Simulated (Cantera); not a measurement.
Cantera with NASA thermochemical tables; ideal gases at 1 bar, condensed phases pure. Values are per mole of reaction as written; species without (g) are pure solids or liquids, kept so even where they would boil at 1 bar.

### Question
Between 300 and 2925 K, where is each reaction favourable under standard conditions?
- Nb + 4 NO(g) ⇌ NbO2 + 2 N2O(g)
- 4 NbO2 + 2 NO(g) ⇌ N2(g) + 2 Nb2O5

### Answer
- Nb + 4 NO(g) ⇌ NbO2 + 2 N2O(g): ΔG° is -881 kJ at 300 K and 20 kJ at 2925 K; it changes sign between 2725 and 2925 K. ΔH° is -857 kJ and ΔS° -300 J/K at 2925 K.
- 4 NbO2 + 2 NO(g) ⇌ N2(g) + 2 Nb2O5: ΔG° is -750 kJ at 300 K and -284 kJ at 2925 K; it stays negative (K > 1). ΔH° is -895 kJ and ΔS° -209 J/K at 2925 K.
